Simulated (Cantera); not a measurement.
A Cantera script and what it prints.

```python
import numpy as np
import cantera as ct

gas_names = [...]  # 76 gases of nasa_gas.yaml made of C, H
cond_names = """
    C(gr) C6H6(L) C7H8(L) C8H18(L),n-octa
""".split()


# ... load() reads the species with a 1 bar reference pressure and builds the phases ...
atoms = {
    'C3H6': {'C': 3, 'H': 6},
    'H2': {'H': 2},
}
top_T = {'C(gr)': 4500}  # K; cautious upper limits of use, not melting points


# ... equilibrate(T, P, feed) seeds the gas with the atoms and calls Mixture.equilibrate('TP', solver="vcs", rtol=1e-11, max_steps=5000) ...
results = []
feed = {'C3H6': 1, 'H2': 9}  # mol
P = 133.322  # Pa
for T in [2150, 2200, 2250, 2300, 2350, 2400, 2450, 2500, 2550, 2600]:
    mix = equilibrate(T, P, feed)
    results.append((T, P, feed, dict(zip(mix.species_names, mix.species_moles))))

top = {s: max(r[3][s] / sum(r[3][g] for g in gas_names) for r in results) for s in gas_names}
cols = sorted((s for s in top if top[s] > 1e-06), key=lambda s: -top[s])[:8]
seen = [c for c in cond_names if any(r[3].get(c, 0) > 1e-12 for r in results)]
print("log10 of partial pressures in bar; condensed amounts in mol")
print(f"{'T/K':>10s}" + "".join(f"{s[:9]:>10s}" for s in cols + seen))
for T, P, feed, n in results:
    ng = sum(n[g] for g in gas_names)
    print(f"{T:10.4g}" + "".join(f"{np.log10(max(n[s] / ng * P / 1e5, 1e-99)):10.3f}" for s in cols)
          + "".join(f"{n.get(c, 0):10.4g}" for c in seen))
```

It prints:

```
log10 of partial pressures in bar; condensed amounts in mol
       T/K        H2         H C2H2,acet        C3       C2H         C        C2      C4H2     C(gr)
      2150    -2.926    -3.838    -5.639    -9.067    -8.073    -9.211   -10.130    -8.743     2.956
      2200    -2.943    -3.721    -5.534    -8.617    -7.773    -8.816    -9.676    -8.516     2.943
      2250    -2.965    -3.612    -5.440    -8.187    -7.488    -8.439    -9.242    -8.304     2.927
      2300    -2.992    -3.510    -5.356    -7.777    -7.220    -8.078    -8.828    -8.108     2.908
      2350    -3.025    -3.416    -5.283    -7.384    -6.966    -7.732    -8.432    -7.928     2.886
      2400    -3.065    -3.331    -5.222    -7.008    -6.728    -7.401    -8.052    -7.764      2.86
      2450    -3.114    -3.254    -5.173    -6.649    -6.504    -7.083    -7.688    -7.618      2.83
      2500    -3.172    -3.186    -5.138    -6.304    -6.295    -6.779    -7.339    -7.488     2.792
      2550    -3.240    -3.126    -5.116    -5.973    -6.101    -6.486    -7.004    -7.376     2.739
      2600    -3.319    -3.075    -5.109    -5.655    -5.921    -6.205    -6.682    -7.281     2.657
```

These are equilibrium values from Cantera (NASA tables, ideal gas, pure condensed phases), not measurements of a reactor.
